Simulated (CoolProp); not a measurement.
Vapour-liquid equilibrium of n-hexane (1) + m-xylene (2) at 5.87 kPa; x and y are mole fractions of (1).

Computed with CoolProp (multi-fluid Helmholtz-energy mixture model, Thol 2019 and Zhou 2012; pair parameters Bell 2016).

### Question
Give the bubble temperature and the first vapour's composition at x = 0.05, 0.8, 0.95. Is there an azeotrope?

### Answer
x = 0.05: 319.4 K, y = 0.438; x = 0.8: 275.6 K, y = 0.987; x = 0.95: 273.4 K, y = 0.996. No azeotrope shows between x = 0.05 and 0.95.

Pair parameters are fitted to limited data, so mixtures are less certain than the pure fluids.
